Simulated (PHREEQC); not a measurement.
Make-up at 25 °C: 0.41 mol/kgw MgCl2 and 2.5 mol/kgw KCl. Closed to the air; pH follows from the charge balance.

Equilibrium calculation in PHREEQC: Pitzer model, pitzer.dat.

* **ionic strength**: 3.73 mol/kgw
* **activity of water**: 0.894
* **density**: 1.126 g/cm³
* **osmotic coefficient**: 0.999

```
species  molality  activity   log γ
-------  --------  --------  ------
Cl-          3.32      1.91  -0.240
K+           2.50      1.56  -0.205
Mg+2        0.410     0.183  -0.349
H+        4.55e-7   7.49e-7   0.216
MgOH+     4.27e-7   3.40e-7  -0.098
OH-       2.85e-8   1.21e-8  -0.373
```

No solid was allowed to form. Species that the database lacks are ignored.
